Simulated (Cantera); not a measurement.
B + H₂ + N₂ + O₂ (boron, boron nitride and boron oxide)

Input: 1 mol B, 27 mol H₂, 0.15 mol N₂, 3.3 mol O₂, held at 750 K and 0.165 Torr.

These are equilibrium values from Cantera (NASA tables, ideal gas, pure condensed phases), not measurements of a reactor. Candidate condensed phases: B, BN, B₂O₃, B₃O₃H₃, H₂O; 39 gas species. Equilibrium is a limit: real reactors are often held back by kinetics, nucleation or transport.

* **x(H₂)**: 0.807
* **x(H₂O)**: 0.188
* **x(N₂)**: 0.00553
* **x((HBO₂)₃)**: 0.000163
* **n(B₂O₃(l))**: 0.493 mol
* **gas amount**: 27.15 mol
* **log10 activity of B(s) (absent)**: -14.92
* **log10 activity of B₃O₃H₃(s) (absent)**: -26.14
